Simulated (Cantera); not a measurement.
Mixture: 2.91 % CH₄, 0.699 % C₂H₆, 0.990 % C₃H₈, 19.5 % O₂, 73.1 % N₂, 2.83 % H₂O, equivalence ratio 0.68, at 0.928 atm, adiabatic and at constant pressure. Ignition delay is the time to a rise of 400 K.

Model: GRI-Mech 3.0 (53 species, 325 reactions), integrated in Cantera. GRI-Mech 3.0 was tuned for natural gas; its chemistry of propane as a main component is partial and can be far from experiment.

Question: Predict: delay at 1175 K; delay at 1325 K; delay at 1475 K; delay at 1625 K; delay at 1775 K; apparent activation energy between 1625 and 1775 K.

Answer: delay at 1175 K: 4.24 ms
delay at 1325 K: 0.548 ms
delay at 1475 K: 0.119 ms
delay at 1625 K: 40.9 µs
delay at 1775 K: 19.3 µs
apparent activation energy between 1625 and 1775 K: 120 kJ/mol
